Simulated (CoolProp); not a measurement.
Values from CoolProp's reference Helmholtz-energy equation of state, McLinden 2020.

Question: Give the vapour pressure (bar), liquid density (kg/m³), vapour density (kg/m³), enthalpy of vaporisation (kJ/kg) of saturated R1336mzz(Z) at 79.75 °C.

Answer: 
```json
[
 {"T (°C)": "79.75", "p (bar)": "4.27", "liquid density (kg/m³)": "1210", "vapour density (kg/m³)": "27.7", "enthalpy of vaporisation (kJ/kg)": "140"}
]
```
